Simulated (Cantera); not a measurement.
Input: 1 mol V, 0.87 mol N2O, at 800 K and 52.0 Pa.

These are equilibrium values from Cantera (NASA tables, ideal gas, pure condensed phases), not measurements of a reactor. Candidate condensed phases: V, VN, VO, V2O3, V2O4, V2O5; 13 gas species. VN: taken at fixed stoichiometry. Condensed phases not in the tables: the oxides between V2O3 and V2O5 other than VO2, V2N. The numbers say what is thermodynamically allowed, not how fast it happens.

Base state: N2 1.00 (mole fractions); condensed: VN(s) + V2O3(s).

Task: What changes in the equilibrium state with this change: N2O from 0.87 to 6.9 mol?

Result: 
```csv
species,before,after
N2,1.00,0.758
O2,<1e-9,0.242
"VN(s), mol",0.420,0
"V2O3(s), mol",0.290,0
"V2O5(s), mol",0,0.500
```
Condensed phases not in the tables: the oxides between V2O3 and V2O5 other than VO2. Gases not in the tables: V4O10.

Task: What changes in the equilibrium state with this change: N2O from 0.87 to 9.5 mol?

Result: 
```json
[
 {"species": "N2", "before": "1.00", "after": "0.731"},
 {"species": "O2", "before": "<1e-9", "after": "0.269"},
 {"species": "VN(s), mol", "before": "0.420", "after": "0"},
 {"species": "V2O3(s), mol", "before": "0.290", "after": "0"},
 {"species": "V2O5(s), mol", "before": "0", "after": "0.500"}
]
```
Condensed phases not in the tables: the oxides between V2O3 and V2O5 other than VO2. Gases not in the tables: V4O10.
